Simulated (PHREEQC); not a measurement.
A solution holds 0.018 mol Na2SO4 and 0.0013 mol NH4Cl per kg of water, at 20 °C. Closed to the air; pH follows from the charge balance.

Computed with PHREEQC (ion-association model, phreeqc.dat).

No solid was allowed to form.

**Question.** Predict the pH, density.

**Answer.** pH 6.36; density 1.001 g/cm³.

**Question.** In which forms is S present?

**Answer.** SO4-2 92 %, NaSO4- 7.1 %, NH4SO4- 0.6 % of the S.

Complexes and solids missing from the database can't appear.
